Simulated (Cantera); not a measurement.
Mixture: 23.3 % H2, 11.7 % O2, 54.8 % N2, 10.3 % H2O, equivalence ratio 1.0, at 0.987 atm, adiabatic and at constant volume. Ignition delay is the time to a rise of 400 K.

Detailed kinetics in Cantera: GRI-Mech 3.0 (53 species, 325 reactions). Where the delays flatten at high temperature, the 400 K rule measures the pace of heat release, not the induction time.

Problem. Predict: delay at 1123 K; delay at 1173 K; delay at 1223 K; delay at 1273 K; delay at 1323 K; delay at 1373 K.

Solution. 
- delay at 1123 K: 0.119 ms
- delay at 1173 K: 77.2 µs
- delay at 1223 K: 55.8 µs
- delay at 1273 K: 43.0 µs
- delay at 1323 K: 34.6 µs
- delay at 1373 K: 28.9 µs
